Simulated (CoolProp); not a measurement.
Model: reference Helmholtz-energy equation of state, Thol 2014, in CoolProp.

### Question
For chloromethane (R40), give the phase and the density (kg/m³), cp (kJ/(kg K)), expansivity (1/kK), fugacity coefficient at 29.65 °C and 8.36 MPa; 54.25 °C and 8.36 MPa; 128.25 °C and 8.36 MPa.

### Answer
- 29.65 °C and 8.36 MPa: liquid; density 920, cp 1.59, expansivity 2.08, fugacity coefficient 0.0836
- 54.25 °C and 8.36 MPa: liquid; density 870, cp 1.65, expansivity 2.42, fugacity coefficient 0.148
- 128.25 °C and 8.36 MPa: liquid; density 663, cp 2.35, expansivity 6.60, fugacity coefficient 0.468
